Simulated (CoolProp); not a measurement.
Properties of oxygen along the isotherm 102.4 K.

Computed with CoolProp (reference Helmholtz-energy equation of state, Schmidt 1985).

| p (MPa) | phase | density (kg/m³) | cp (kJ/(kg K)) | isothermal compressibility (1/MPa) | conductivity (mW/(m K)) | Prandtl number |
|---|---|---|---|---|---|---|
| 0.0239 | gas | 0.9029 | 0.9150 | 42.06 | 9.21 | 0.784 |
| 0.0454 | gas | 1.723 | 0.9200 | 22.25 | 9.24 | 0.786 |
| 0.086 | gas | 3.294 | 0.9303 | 11.86 | 9.30 | 0.790 |
| 0.163 | gas | 6.357 | 0.9531 | 6.375 | 9.41 | 0.801 |
| 0.586 | liquid | 1079 | 1.748 | 0.002827 | 133 | 1.90 |
| 1.11 | liquid | 1080 | 1.743 | 0.002787 | 134 | 1.90 |
| 2.11 | liquid | 1083 | 1.734 | 0.002715 | 135 | 1.90 |
| 3.99 | liquid | 1089 | 1.719 | 0.002591 | 136 | 1.90 |
| 7.57 | liquid | 1099 | 1.693 | 0.002388 | 140 | 1.90 |

Viscosity comes from a separate model (Lemmon 2004). Thermal conductivity comes from a separate model (Lemmon 2004).
